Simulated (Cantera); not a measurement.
What does this Cantera script print?

```python
import numpy as np
import cantera as ct

gas_names = """
    F F2 N NF NF2 NF3 N2 Si SiF SiF2 SiF3 SiF4 SiN Si2 Si2N Si3
""".split()
cond_names = """
    Si(cr) Si(L) Si3N4(a)
""".split()


# ... load() reads the species with a 1 bar reference pressure and builds the phases ...
atoms = {
    'Si': {'Si': 1},
    'NF3': {'N': 1, 'F': 3},
}
top_T = {'Si3N4(a)': 2400}  # K; cautious upper limits of use, not melting points


# ... equilibrate(T, P, feed) seeds the gas with the atoms and calls Mixture.equilibrate('TP', solver="vcs", rtol=1e-11, max_steps=5000) ...
results = []
feed = {'Si': 1, 'NF3': 4}  # mol
T = 475  # K
P = 100000  # Pa
mix = equilibrate(T, P, feed)
results.append((T, P, feed, dict(zip(mix.species_names, mix.species_moles))))
print(gas.report(threshold=0.0001))
for i in range(1, mix.n_phases):
    print(f"{mix.phase(i).name:16s} {mix.phase_moles(i):12.5e} mol")
```

Output:

```
       temperature   475 K
          pressure   1e+05 Pa
           density   1.8236 kg/m^3
  mean mol. weight   72.021 kg/kmol
   phase of matter   gas

                          1 kg             1 kmol
                     ---------------   ---------------
          enthalpy       -6.1506e+06       -4.4297e+08  J
   internal energy       -6.2054e+06       -4.4692e+08  J
           entropy              4041        2.9103e+05  J/K
    Gibbs function         -8.07e+06       -5.8121e+08  J
 heat capacity c_p            917.19             66056  J/K
 heat capacity c_v            801.74             57742  J/K

                      mass frac. Y      mole frac. X     chem. pot. / RT
                     ---------------   ---------------   ---------------
               NF3           0.60666           0.61536           -65.856
                N2          0.059844           0.15385           -25.245
              SiF4           0.33348           0.23077           -445.28
     [  +13 minor]        1.1461e-05        2.1728e-05

Si(cr)            0.00000e+00 mol
Si3N4(a)          0.00000e+00 mol
```

Equilibrium computed with Cantera from the NASA thermochemical tables; the gas is ideal and each condensed phase is pure.
